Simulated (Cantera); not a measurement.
## Thermodynamics of halide evaporation, hydrolysis and transport, feed MgCl2 + H2O + N2

A closed system holds: 1 mol MgCl2, 0.073 mol H2O, 5.4 mol N2, equilibrated at 2.30 mbar.

Cantera equilibrium calculation (NASA polynomials, part measured and part estimated; ideal gas, pure solids and liquids). Candidate condensed phases: H2O, Mg, MgCl2, MgO, Mg(OH)2, NH4Cl; 38 gas species. Kinetics and transport are ignored.

```tsv
T (°C)	x N2	x MgCl2	x Cl	x Mg	x HCl	x MgCl	x H	x O	n MgO(s)
1227	0.834	0.143	0.000449	4.81e-6	0.0221	1.18e-5	5.34e-6	3.02e-10	0.0729
1277	0.834	0.143	0.000666	1.68e-5	0.0219	2.67e-5	1.13e-5	1.12e-9	0.0728
1327	0.834	0.143	0.000976	5.28e-5	0.0217	5.67e-5	2.26e-5	3.90e-9	0.0728
1377	0.833	0.143	0.00143	0.000147	0.0214	0.000112	4.20e-5	1.33e-8	0.0727
1427	0.833	0.142	0.00213	0.000360	0.0212	0.000205	7.31e-5	4.49e-8	0.0726
1477	0.832	0.142	0.00321	0.000773	0.0210	0.000348	0.000119	1.53e-7	0.0724
1527	0.831	0.141	0.00489	0.00149	0.0209	0.000553	0.000182	5.23e-7	0.0723
1577	0.828	0.139	0.00745	0.00262	0.0207	0.000834	0.000267	1.75e-6	0.0720
1627	0.825	0.136	0.0113	0.00434	0.0205	0.00121	0.000377	5.70e-6	0.0716
1677	0.821	0.133	0.0167	0.00686	0.0203	0.00168	0.000518	1.78e-5	0.0710
1727	0.814	0.127	0.0244	0.0105	0.0199	0.00228	0.000698	5.30e-5	0.0699
1777	0.805	0.120	0.0348	0.0155	0.0193	0.00300	0.000921	0.000151	0.0673
1827	0.792	0.111	0.0482	0.0224	0.0186	0.00385	0.00120	0.000411	0.0611
1877	0.776	0.100	0.0646	0.0320	0.0176	0.00480	0.00154	0.00106	0.0453
```
x: gas mole fraction; n: condensed amount in mol.

From 1227 °C to 1877 °C the condensed part is MgO(s). The main Mg-bearing gas is MgCl2 throughout.
